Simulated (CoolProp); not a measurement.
Vapour-liquid equilibrium of benzene (1) + ethylbenzene (2) at 313.1 K; x and y are mole fractions of (1).

Computed with CoolProp (multi-fluid Helmholtz-energy mixture model, Thol 2012 and Zhou 2012; pair parameters Bell 2016).

| x | bubble pressure (kPa) | y at the bubble point | dew pressure at overall composition x (kPa) | liquid density (mol/L) |
|---|---|---|---|---|
| 0.05 | 3.716 | 0.266 | 2.996 | 8.118 |
| 0.125 | 5.039 | 0.502 | 3.211 | 8.300 |
| 0.2 | 6.429 | 0.644 | 3.460 | 8.488 |
| 0.275 | 7.889 | 0.739 | 3.751 | 8.682 |
| 0.35 | 9.418 | 0.805 | 4.096 | 8.884 |
| 0.425 | 11.01 | 0.854 | 4.512 | 9.093 |
| 0.5 | 12.67 | 0.892 | 5.023 | 9.310 |
| 0.575 | 14.38 | 0.920 | 5.666 | 9.535 |
| 0.65 | 16.13 | 0.943 | 6.502 | 9.768 |
| 0.725 | 17.91 | 0.961 | 7.636 | 10.01 |
| 0.8 | 19.69 | 0.975 | 9.271 | 10.26 |
| 0.875 | 21.46 | 0.986 | 11.87 | 10.52 |
| 0.95 | 23.21 | 0.995 | 16.79 | 10.79 |

No azeotrope shows between x = 0.05 and 0.95.

The pair parameters rest on a limited set of measurements; away from them the model extrapolates.
